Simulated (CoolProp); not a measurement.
50 sccm (0 °C, 1 atm) of nitrogen bubbles through liquid octamethyltrisiloxane (MDM) at 319.8 K and leaves saturated at a total pressure of 0.0301 MPa (ideal gas phase). Each further row changes one setting.

The numbers come from the reference Helmholtz-energy equation of state, Thol 2017 in CoolProp.

| case | vapour pressure (kPa) | mole fraction of vapour | delivery (mg/min) | delivery (sccm) | change of delivery for a bath 1 K warmer (%) |
|---|---|---|---|---|---|
| as stated | 1.82 | 0.0606 | 34.1 | 3.23 | 6.0 |
| bath temperature 324.8 K | 2.39 | 0.0793 | 45.4 | 4.30 | 5.9 |
| total pressure 0.0602 MPa | 1.82 | 0.0303 | 16.5 | 1.56 | 5.8 |
